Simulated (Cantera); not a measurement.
A closed system holds: 1 mol Fe, 7.6 mol CO2, 230 mol H2, 0.87 mol O2, held at 78.0 Pa.

Method: chemical equilibrium by Gibbs-energy minimisation in Cantera with the NASA 1993 tables (ideal gas, pure condensed phases). Candidate condensed phases: C, C6H6, C7H8, C8H18, Fe, Fe(CO)5, FeO, Fe(OH)2, Fe(OH)3, Fe2O3, Fe3O4, H2O; 114 gas species. The numbers say what is thermodynamically allowed, not how fast it happens.

Problem. Which condensed phases are stable at each of these points (T (K)): 823, 923, 1023, 1123, 1223, 1323, 1423, 1523, 1623, 1723, 1823, 1923?

Solution. 
```
T (K)  condensed phases  Fe condensed (%)
-----  ----------------  ----------------
823               Fe(α)             100.0
923               Fe(α)             100.0
1023              Fe(α)             100.0
1123              Fe(α)             100.0
1223              Fe(γ)             100.0
1323              Fe(γ)              99.9
1423              Fe(γ)              99.2
1523              Fe(γ)              92.6
1623              Fe(γ)              48.9
1723           gas only               0.0
1823           gas only               0.0
1923           gas only               0.0
```

From 823 K to 1123 K the condensed part is Fe(α). From 1223 K to 1623 K the condensed part is Fe(γ). From 1723 K to 1923 K nothing is condensed.
